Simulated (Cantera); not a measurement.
A Cantera script and what it prints.

```python
import numpy as np
import cantera as ct

gas_names = """
    H H2 H2S Ni NiS S SH S2 S8
""".split()
cond_names = """
    Ni(cr) Ni(L) NiS(b) NiS(a) NiS(L) NiS2(s) NiS2(L) Ni3S2(I) Ni3S2(II) Ni3S2(L) Ni3S4(s) S(cr1) S(cr2)
    S(L)
""".split()


# ... load() reads the species with a 1 bar reference pressure and builds the phases ...
atoms = {
    'Ni': {'Ni': 1},
    'H2S': {'H': 2, 'S': 1},
    'H2': {'H': 2},
}
top_T = {'Ni3S4(s)': 620}  # K; cautious upper limits of use, not melting points


# ... equilibrate(T, P, feed) seeds the gas with the atoms and calls Mixture.equilibrate('TP', solver="vcs", rtol=1e-11, max_steps=5000) ...
results = []
feed = {'Ni': 1, 'H2S': 0.044, 'H2': 1}  # mol
P = 3000000  # Pa
for T in [800, 875, 950, 1025, 1100, 1175, 1250, 1325, 1400, 1475, 1550, 1625, 1700]:
    mix = equilibrate(T, P, feed)
    results.append((T, P, feed, dict(zip(mix.species_names, mix.species_moles))))

top = {s: max(r[3][s] / sum(r[3][g] for g in gas_names) for r in results) for s in gas_names}
cols = sorted((s for s in top if top[s] > 0.0001), key=lambda s: -top[s])[:8]
seen = [c for c in cond_names if any(r[3].get(c, 0) > 1e-12 for r in results)]
print("log10 of partial pressures in bar; condensed amounts in mol")
print(f"{'T/K':>10s}" + "".join(f"{s[:9]:>10s}" for s in cols + seen))
for T, P, feed, n in results:
    ng = sum(n[g] for g in gas_names)
    print(f"{T:10.4g}" + "".join(f"{np.log10(max(n[s] / ng * P / 1e5, 1e-99)):10.3f}" for s in cols)
          + "".join(f"{n.get(c, 0):10.4g}" for c in seen))
```

It prints:

```
log10 of partial pressures in bar; condensed amounts in mol
       T/K        H2       H2S    Ni(cr)  Ni3S2(I) Ni3S2(II)  Ni3S2(L)
       800     1.477    -1.728     0.935   0.02167         0         0
       875     1.477    -1.371    0.9362         0   0.02126         0
       950     1.476    -1.136    0.9378         0   0.02073         0
      1025     1.475    -0.946    0.9399         0   0.02003         0
      1100     1.475    -0.806    0.9422         0         0   0.01928
      1175     1.474    -0.706    0.9443         0         0   0.01858
      1250     1.474    -0.624    0.9464         0         0   0.01786
      1325     1.473    -0.556    0.9485         0         0   0.01716
      1400     1.473    -0.500    0.9505         0         0   0.01649
      1475     1.472    -0.453    0.9524         0         0   0.01586
      1550     1.471    -0.413    0.9542         0         0   0.01527
      1625     1.471    -0.379    0.9558         0         0   0.01472
      1700     1.471    -0.351    0.9574         0         0   0.01421
```

Method: chemical equilibrium by Gibbs-energy minimisation in Cantera with the NASA 1993 tables (ideal gas, pure condensed phases). Metal and sulfide melt together well below either melting point, which pure phases cannot show. Mutual solubility and eutectic melting of coexisting phases are not modelled.
